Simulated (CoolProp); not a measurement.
Vapour-liquid equilibrium of CH2F2 (R32) (1) + R152A (2) at 203.3 K; x and y are mole fractions of (1).

Model: multi-fluid Helmholtz-energy mixture model, Tillner-Roth 1997 and Outcalt 1996; pair parameters Bell 2016, in CoolProp.

| x | bubble pressure (kPa) | y at the bubble point | dew pressure at overall composition x (kPa) | liquid density (mol/L) |
|---|---|---|---|---|
| 0.05 | 9.330 | 0.211 | 8.058 | 16.96 |
| 0.125 | 11.67 | 0.417 | 8.604 | 17.39 |
| 0.2 | 13.94 | 0.552 | 9.228 | 17.84 |
| 0.275 | 16.16 | 0.647 | 9.948 | 18.31 |
| 0.35 | 18.33 | 0.719 | 10.79 | 18.80 |
| 0.425 | 20.47 | 0.776 | 11.78 | 19.31 |
| 0.5 | 22.57 | 0.822 | 12.97 | 19.85 |
| 0.575 | 24.65 | 0.860 | 14.42 | 20.42 |
| 0.65 | 26.72 | 0.892 | 16.23 | 21.01 |
| 0.725 | 28.78 | 0.920 | 18.53 | 21.64 |
| 0.8 | 30.84 | 0.945 | 21.53 | 22.30 |
| 0.875 | 32.91 | 0.967 | 25.59 | 23.00 |
| 0.95 | 35.00 | 0.988 | 31.28 | 23.74 |

No azeotrope shows between x = 0.05 and 0.95.

The pair parameters rest on a limited set of measurements; away from them the model extrapolates.
